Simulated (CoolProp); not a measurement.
Saturation properties of dodecamethylpentasiloxane (MD3M).

The numbers come from the reference Helmholtz-energy equation of state, Thol 2019 in CoolProp.

```tsv
T (K)	p (bar)	liquid density (kg/m³)	vapour density (kg/m³)	enthalpy of vaporisation (kJ/kg)	surface tension (mN/m)
424.5	0.1058	744.3	1.179	137.0	9.68
429.1	0.1246	739.4	1.377	135.6	9.41
433.7	0.1460	734.5	1.601	134.1	9.14
438.3	0.1703	729.5	1.854	132.6	8.87
443	0.1985	724.4	2.146	131.1	8.59
447.6	0.2296	719.4	2.466	129.7	8.33
452.2	0.2646	714.3	2.825	128.2	8.06
456.8	0.3037	709.2	3.224	126.6	7.80
461.5	0.3483	703.9	3.678	125.1	7.53
466.1	0.3969	698.6	4.172	123.5	7.27
470.7	0.4508	693.3	4.718	122.0	7.01
```

It boils at 503.0 K under 1 atm.

Surface tension comes from a separate correlation (Mulero 2014), older than this fluid's equation and unchecked against measurements.
